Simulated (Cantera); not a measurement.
## Reactions in the system C-H-O

Cantera with NASA thermochemical tables; ideal gases at 1 bar, condensed phases pure. Values are per mole of reaction as written; species without (g) are pure solids or liquids, kept so even where they would boil at 1 bar.

3 C2H4(g) + 6 C = 2 C6H6(g)

| T (K) | ΔH° (kJ) | ΔS° (J/K) | ΔG° (kJ) | log10 K |
|---|---|---|---|---|
| 300 | 8.2 | -154.1 | 54.5 | -9.48 |
| 1825 | 19.3 | -146.2 | 286.1 | -8.19 |
| 1875 | 19.8 | -146.0 | 293.4 | -8.17 |
| 1925 | 20.2 | -145.7 | 300.7 | -8.16 |
| 1975 | 20.7 | -145.5 | 308.0 | -8.15 |
| 2025 | 21.1 | -145.3 | 315.3 | -8.13 |

C6H6(g) + 6 O(g) = 6 C + 6 OH(g)

```
T (K)  ΔH° (kJ)  ΔS° (J/K)  ΔG° (kJ)  log10 K
-----  --------  ---------  --------  -------
300     -1341.8      -98.6   -1312.2   228.48
1825    -1367.6     -118.0   -1152.2    32.98
1875    -1368.8     -118.7   -1146.3    31.93
1925    -1370.0     -119.3   -1140.4    30.94
1975    -1371.2     -119.9   -1134.4    30.00
2025    -1372.4     -120.5   -1128.4    29.11
```
